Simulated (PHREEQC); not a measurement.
Solution A (0.013 mol/kgw HF and 0.014 mol/kgw (CH3)4NF) is mixed with solution B (0.056 mol/kgw HF, 0.17 mol/kgw NaOH and 0.0024 mol/kgw NaCl) at 25 °C; shares are by mass of water, 1 kg in all. Oxygen is held at 0.21 atm. The system is closed to CO2. No solid was allowed to form.

Equilibrium calculation in PHREEQC: ion-association model, wateq4f.dat.

| share of solution B | pH | F- (mol/kgw) | HF (mol/kgw) |
|---|---|---|---|
| 0 | 3.22 | 0.0141 | 0.0111 |
| 0.1 | 5.15 | 0.0294 | 0.000262 |
| 0.2 | 12.01 | 0.0324 | 3.87e-11 |
| 0.3 | 12.30 | 0.0350 | 2.06e-11 |
| 0.4 | 12.47 | 0.0377 | 1.47e-11 |
| 0.6 | 12.68 | 0.0429 | 9.92e-12 |
| 0.7 | 12.75 | 0.0456 | 8.72e-12 |
| 0.8 | 12.82 | 0.0481 | 7.87e-12 |
| 0.9 | 12.87 | 0.0507 | 7.22e-12 |
| 1 | 12.92 | 0.0533 | 6.71e-12 |

(CH3)4N+ isn't in the database: it is added as a free cation with an ion size of 4 Å.
